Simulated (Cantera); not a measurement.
**Premixed flame**

A freely propagating, adiabatic, planar premixed flame of CH₄ : O₂ : N₂ = 1 : 1.54 : 5.08 (molar parts), equivalence ratio 1.3, unburnt at 350 K and 6.61 atm; mixture-averaged transport, grid criteria slope 0.08 and curve 0.16, no radiation.

Detailed kinetics in Cantera: GRI-Mech 3.0 (53 species, 325 reactions). Burning velocities carry a grid error of a few per cent, more on coarse grids.

```json
[
 {"z (mm)": "-0.455", "T (K)": "350", "u (m/s)": "0.177", "x CH₄": "0.131", "x O₂": "0.202", "x H₂O₂": "1.53e-8", "x N₂O": "<1e-8", "x C₂H₄": "2.06e-8", "x C₂H₆": "<1e-8"},
 {"z (mm)": "-0.303", "T (K)": "355", "u (m/s)": "0.180", "x CH₄": "0.130", "x O₂": "0.201", "x H₂O₂": "4.08e-7", "x N₂O": "<1e-8", "x C₂H₄": "9.40e-7", "x C₂H₆": "4.95e-7"},
 {"z (mm)": "-0.227", "T (K)": "377", "u (m/s)": "0.192", "x CH₄": "0.128", "x O₂": "0.199", "x H₂O₂": "2.64e-6", "x N₂O": "<1e-8", "x C₂H₄": "8.45e-6", "x C₂H₆": "5.00e-6"},
 {"z (mm)": "-0.152", "T (K)": "529", "u (m/s)": "0.273", "x CH₄": "0.117", "x O₂": "0.186", "x H₂O₂": "1.93e-5", "x N₂O": "<1e-8", "x C₂H₄": "0.000108", "x C₂H₆": "7.71e-5"},
 {"z (mm)": "-0.0758", "T (K)": "1100", "u (m/s)": "0.581", "x CH₄": "0.0761", "x O₂": "0.132", "x H₂O₂": "5.86e-5", "x N₂O": "3.50e-8", "x C₂H₄": "0.000866", "x C₂H₆": "0.000735"},
 {"z (mm)": "-0.0379", "T (K)": "1548", "u (m/s)": "0.827", "x CH₄": "0.0419", "x O₂": "0.0810", "x H₂O₂": "1.15e-5", "x N₂O": "7.33e-8", "x C₂H₄": "0.00164", "x C₂H₆": "0.00113"},
 {"z (mm)": "0", "T (K)": "1948", "u (m/s)": "1.05", "x CH₄": "0.0120", "x O₂": "0.0306", "x H₂O₂": "3.09e-6", "x N₂O": "9.21e-8", "x C₂H₄": "0.00103", "x C₂H₆": "0.000224"},
 {"z (mm)": "0.0379", "T (K)": "2128", "u (m/s)": "1.15", "x CH₄": "0.00221", "x O₂": "0.00746", "x H₂O₂": "7.11e-7", "x N₂O": "5.64e-8", "x C₂H₄": "0.000108", "x C₂H₆": "8.16e-6"},
 {"z (mm)": "0.0758", "T (K)": "2179", "u (m/s)": "1.17", "x CH₄": "0.000557", "x O₂": "0.00174", "x H₂O₂": "1.74e-7", "x N₂O": "3.35e-8", "x C₂H₄": "8.32e-6", "x C₂H₆": "4.84e-7"},
 {"z (mm)": "0.152", "T (K)": "2202", "u (m/s)": "1.18", "x CH₄": "9.49e-5", "x O₂": "0.000156", "x H₂O₂": "3.06e-8", "x N₂O": "2.00e-8", "x C₂H₄": "2.61e-7", "x C₂H₆": "1.03e-8"},
 {"z (mm)": "0.303", "T (K)": "2210", "u (m/s)": "1.19", "x CH₄": "1.37e-5", "x O₂": "1.57e-5", "x H₂O₂": "1.04e-8", "x N₂O": "1.36e-8", "x C₂H₄": "1.76e-8", "x C₂H₆": "<1e-8"},
 {"z (mm)": "0.606", "T (K)": "2214", "u (m/s)": "1.19", "x CH₄": "1.49e-6", "x O₂": "6.53e-6", "x H₂O₂": "<1e-8", "x N₂O": "1.05e-8", "x C₂H₄": "<1e-8", "x C₂H₆": "<1e-8"},
 {"z (mm)": "1.21", "T (K)": "2215", "u (m/s)": "1.19", "x CH₄": "6.49e-8", "x O₂": "4.71e-6", "x H₂O₂": "<1e-8", "x N₂O": "<1e-8", "x C₂H₄": "<1e-8", "x C₂H₆": "<1e-8"}
]
```
x: mole fraction of selected species; z is measured from the peak of heat release.

```yaml
laminar_burning_velocity: 17.7 cm/s
thermal_thickness: 0.152 mm
peak x(H₂O₂): 5.93e-5
peak x(C₂H₄): 0.00173
peak x(C₂H₆): 0.00115
grid_points: 136
```
